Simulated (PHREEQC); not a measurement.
A solution holds 0.029 mol/kgw SrCl2, at 25 °C. Closed to the air; pH follows from the charge balance.

All values are PHREEQC results (ion-association model, phreeqc.dat), not measurements.

```json
{
 "ionic_strength": "0.0870 mol/kgw",
 "specific_conductance": "6170 µS/cm",
 "density": "1.001 g/cm³"
}
```

```tsv
species	molality	activity	log γ
Cl-	0.0580	0.0450	-0.110
Sr+2	0.0290	0.0119	-0.388
H+	1.29e-7	1.07e-7	-0.080
OH-	1.22e-7	9.42e-8	-0.112
SrOH+	7.15e-9	5.66e-9	-0.101
```

This is a speciation only: nothing precipitates in the calculation. Species that the database lacks are ignored.
